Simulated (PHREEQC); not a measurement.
Dissolve 0.014 mol HCl, 0.00011 mol ZnSO4 and 0.2 mol MnSO4 per kg of water at 20 °C. Closed to the air; pH follows from the charge balance.

Equilibrium calculation in PHREEQC: ion-association model, wateq4f.dat.

This is a speciation only: nothing precipitates in the calculation.

Task: Order these Zn species by the share of Zn that they hold, largest first: ZnSO4, ZnCl+, Zn(SO4)2-2, Zn+2.

Result: ZnSO4 (39 %), Zn+2 (33 %), Zn(SO4)2-2 (28 %), ZnCl+ (0.23 %)

The pH is 2.47 and the ionic strength 0.428 mol/kgw. Species that the database lacks are ignored.
